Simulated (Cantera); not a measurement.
An adiabatic, constant-volume homogeneous reactor starts with CO : H₂ : CH₄ : O₂ : N₂ = 1 : 0.36 : 0.17 : 0.85 : 2.89 (molar parts), equivalence ratio 1.2, at 1198 K and 11300 Torr. Integrator tolerance rtol = 1e-08.

Computed with Cantera and GRI-Mech 3.0 (53 species, 325 reactions). The pressure lies above the range GRI-Mech 3.0 was tuned for (to about 10 atm). Above 3000 K some thermodynamic fits are extrapolated.

```
quantity                                                            before                                    after
---------------------------------  ---------------------------------------  ---------------------------------------
time of steepest temperature rise                                  74.6 µs                                  83.7 µs
temperature at 0.200 s                                              3144 K                                   2916 K
equilibrium temperature                                             3144 K                                   2916 K
x(CO) at 0.200 s                       0.105 (gas-phase equilibrium 0.105)    0.0929 (gas-phase equilibrium 0.0929)
x(H₂) at 0.200 s                     0.0123 (gas-phase equilibrium 0.0123)    0.0110 (gas-phase equilibrium 0.0110)
x(CH₄) at 0.200 s                  <1e-12 (gas-phase equilibrium 1.02e-12)    <1e-12 (gas-phase equilibrium <1e-12)
x(NO) at 0.200 s                     0.0122 (gas-phase equilibrium 0.0122)  0.00807 (gas-phase equilibrium 0.00807)
x(C₂H₂) at 0.200 s                   <1e-12 (gas-phase equilibrium <1e-12)    <1e-12 (gas-phase equilibrium <1e-12)
x(OH) at 0.200 s                     0.0159 (gas-phase equilibrium 0.0159)    0.0117 (gas-phase equilibrium 0.0117)
```

### Question
Name the change that produced these shifts.
(A) initial temperature 1198 to 1673 K
(B) constant pressure in place of constant volume
(C) initial temperature 1198 to 1075 K
(D) pressure from 11300 Torr to 750 Torr

### Answer
B, constant pressure in place of constant volume
